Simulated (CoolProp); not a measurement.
n-heptane along the isobar 39.2 bar: Z from the reference equation and from simpler models built on Tc = 541.2 K, pc = 27.74 bar, ω = 0.349; each cubic takes its own stable root.

The numbers come from the reference Helmholtz-energy equation of state, Span 2003 in CoolProp. It is a short technical equation, of lower accuracy than the large ones.

```
T (K)          phase  reference  van der Waals  Redlich-Kwong  Soave-Redlich-Kwong  Peng-Robinson
-----  -------------  ---------  -------------  -------------  -------------------  -------------
459.4         liquid     0.1937         0.3155         0.2315               0.2201         0.1949
472.2         liquid     0.1943         0.3148         0.2335               0.2224         0.1969
485           liquid     0.1957         0.3151         0.2367               0.2259         0.2003
497.7         liquid     0.1983         0.3165         0.2413               0.2312         0.2053
510.5         liquid     0.2026         0.3194         0.2480               0.2390         0.2128
523.3         liquid     0.2093         0.3242         0.2573               0.2505         0.2239
536.1         liquid     0.2205         0.3315         0.2710               0.2683         0.2412
548.9  supercritical     0.2412         0.3425         0.2919               0.2982         0.2709
561.7  supercritical     0.2882         0.3595         0.3272               0.3569         0.3303
574.4  supercritical     0.3962         0.3869         0.3898               0.4565         0.4288
587.2  supercritical     0.4979         0.4328         0.4714               0.5451         0.5146
600    supercritical     0.5686         0.4943         0.5387               0.6093         0.5774
```
